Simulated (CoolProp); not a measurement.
Properties of dry air along the isotherm 148.2 K (Tc = 132.5 K, pc = 3.786 MPa, ω = 0.034).

Model: reference Helmholtz-energy equation of state, Lemmon 2000, in CoolProp. It is a pseudo-pure fit of the blend.

```tsv
p (MPa)	phase	Z	isothermal compressibility (1/MPa)	viscosity (µPa s)
1.05	gas	0.9310	1.026	10.5
2.1	gas	?	0.5652	?
3.16	gas	0.7694	0.4287	11.7
4.21	supercritical	0.6723	0.3845	12.9
5.26	supercritical	0.5634	0.3779	15.2
6.31	supercritical	0.4670	0.2995	19.5
7.36	supercritical	0.4310	?	24.7
8.41	supercritical	0.4350	0.08885	28.8
9.46	supercritical	0.4538	0.05851	32.2
```

Q: Fill in the missing entries.

A: 
- 2.1, Z: 0.8552
- 2.1, viscosity (µPa s): 10.9
- 7.36, isothermal compressibility (1/MPa): 0.1571

Viscosity comes from a separate model (Lemmon 2004).
